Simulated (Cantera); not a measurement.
Input: 1 mol B2O3, 17 mol H2O, held at 2000 K and 0.00290 bar.

Method: chemical equilibrium by Gibbs-energy minimisation in Cantera with the NASA 1993 tables (ideal gas, pure condensed phases). Candidate condensed phases: B, B2O3, B3O3H3, H2O; 23 gas species. Rates play no part.

Base state: H2O 0.822, HBO2 0.103, H2 0.0360, O2 0.0149, OH 0.0131, H 0.00573, BO2 0.00198, O 0.00152 (mole fractions); condensed: gas only.

### Question
What changes in the equilibrium state with this change: pressure from 0.00290 bar to 0.100 bar?

### Answer
```json
[
 {"species": "H2O", "before": "0.822", "after": "0.870"},
 {"species": "HBO2", "before": "0.103", "after": "0.107"},
 {"species": "H2", "before": "0.0360", "after": "0.0116"},
 {"species": "O2", "before": "0.0149", "after": "0.00468"},
 {"species": "OH", "before": "0.0131", "after": "0.00415"},
 {"species": "BO", "before": "5.81e-5", "after": "5.49e-6"},
 {"species": "O", "before": "0.00152", "after": "0.000145"},
 {"species": "H", "before": "0.00573", "after": "0.000554"},
 {"species": "BO2", "before": "0.00198", "after": "0.000616"}
]
```

### Question
What changes in the equilibrium state with this change: H2O from 17 to 0.42 mol?

### Answer
```tsv
species	before	after
HBO2	0.103	0.462
B2O3	0.00136	0.453
H2O	0.822	0.0493
O2	0.0149	0.000888
BO2	0.00198	0.0179
OH	0.0131	0.00158
H2	0.0360	0.00886
B2O2	4.78e-8	6.56e-5
BO	5.81e-5	0.00215
HBO	2.52e-5	0.000462
```
